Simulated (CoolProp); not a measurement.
Vapour-liquid equilibrium of R152A (1) + methanol (2) at 255.7 K; x and y are mole fractions of (1).

Model: multi-fluid Helmholtz-energy mixture model, Outcalt 1996 and de Reuck 1993; pair parameters Bell 2016, in CoolProp.

```tsv
x	bubble pressure (MPa)	y at the bubble point	dew pressure at overall composition x (MPa)	liquid density (mol/L)
0.05	0.03668	0.967	0.001306	25.08
0.15	0.06944	0.983	0.001459	23.74
0.25	0.08074	0.985	0.001653	22.48
0.35	0.08547	0.986	0.001906	21.30
0.45	0.08900	0.987	0.002252	20.20
0.55	0.09329	0.988	0.002752	19.16
0.65	0.09910	0.990	0.003536	18.18
0.75	0.1067	0.992	0.004948	17.25
0.85	0.1163	0.995	0.008238	16.37
0.95	0.1278	0.998	0.02458	15.51
```

No azeotrope shows between x = 0.05 and 0.95.

The pair parameters rest on a limited set of measurements; away from them the model extrapolates. With so large a gap from Raoult's law the liquid may split in two, which this calculation doesn't test in full.
